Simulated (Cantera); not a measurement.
Source: NASA polynomial tables (part measured, part estimated), evaluated in Cantera. Values are per mole of reaction as written; species without (g) are pure solids or liquids, kept so even where they would boil at 1 bar.

Q: Between 300 and 2300 K, where is each reaction favourable under standard conditions?
- H2(g) + TaO2(g) = H2O2(g) + Ta

A: 
- H2(g) + TaO2(g) = H2O2(g) + Ta: ΔG° is 105 kJ at 300 K and 374 kJ at 2300 K; it stays positive (K < 1). ΔH° is 77 kJ and ΔS° -129 J/K at 2300 K.
